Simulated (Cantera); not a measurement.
A perfectly stirred reactor is fed with CH2O : O2 : N2 = 0.058 : 0.0028 : 1 (molar parts), equivalence ratio 21, at 2.80 bar; it is held at 1323 K, and followed from long to short residence time.

Model: GRI-Mech 3.0 (53 species, 325 reactions), integrated in Cantera.

Problem. Predict: x(CH2O) at τ = 7.30 s; x(O2) at τ = 7.30 s; x(HCO) at τ = 7.30 s; x(CH3) at τ = 7.30 s; x(CH2O) at τ = 37.0 ms; x(O2) at τ = 37.0 ms; x(HCO) at τ = 37.0 ms; x(CH3) at τ = 37.0 ms.

Solution. 
```
Property                 Result
----------------------  -------
x(CH2O) at τ = 7.30 s   1.50e-6
x(O2) at τ = 7.30 s     3.01e-6
x(HCO) at τ = 7.30 s    6.59e-9
x(CH3) at τ = 7.30 s    1.03e-8
x(CH2O) at τ = 37.0 ms  4.92e-5
x(O2) at τ = 37.0 ms    9.13e-5
x(HCO) at τ = 37.0 ms   2.55e-7
x(CH3) at τ = 37.0 ms   2.47e-7
```
